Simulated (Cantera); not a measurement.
Silicon oxide and oxynitride deposition: SiH₂Cl₂ + H₂O + H₂ + N₂O

Input: 1 mol SiH₂Cl₂, 1.3 mol H₂O, 51 mol H₂, a varied amount of N₂O, held at 575 °C and 10.0 Torr.

Equilibrium computed with Cantera from the NASA thermochemical tables; the gas is ideal and each condensed phase is pure. Candidate condensed phases: H₂O, NH₄Cl, Si, SiO₂, Si₂N₂O, Si₃N₄; 47 gas species. Kinetics and transport are ignored.

From 0.12 mol N₂O to 0.64 mol N₂O the condensed part is SiO₂(β-quartz) + Si₂N₂O(s). From 0.89 mol N₂O to 6.6 mol N₂O the condensed part is SiO₂(β-quartz).

```tsv
n(N₂O) (mol)	log p H₂	log p N₂	log p H₂O	log p HCl	log p SiCl₄	n SiO₂(β-quartz)	n Si₂N₂O(s)
0.12	-1.89	<-13	-10.81	-3.41	-4.59	0.650	0.120
0.17	-1.89	-11.95	-10.10	-3.32	-5.63	0.650	0.170
0.23	-1.89	-4.75	-7.70	-3.31	-10.40	0.687	0.157
0.33	-1.89	-4.30	-7.55	-3.31	-10.70	0.753	0.123
0.46	-1.89	-4.03	-7.46	-3.31	-10.88	0.840	0.0800
0.64	-1.90	-3.82	-7.39	-3.31	-11.02	0.960	0.0201
0.89	-1.90	-3.67	-4.34	-3.32	<-13	1.00	0
1.2	-1.91	-3.54	-3.92	-3.32	<-13	1.00	0
1.7	-1.91	-3.39	-3.62	-3.32	<-13	1.00	0
2.4	-1.92	-3.25	-3.40	-3.33	<-13	1.00	0
3.4	-1.94	-3.10	-3.20	-3.34	<-13	1.00	0
4.7	-1.96	-2.97	-3.04	-3.34	<-13	1.00	0
6.6	-1.99	-2.84	-2.89	-3.36	<-13	1.00	0
```
log p: log10 of the partial pressure in bar; n: condensed amount in mol.
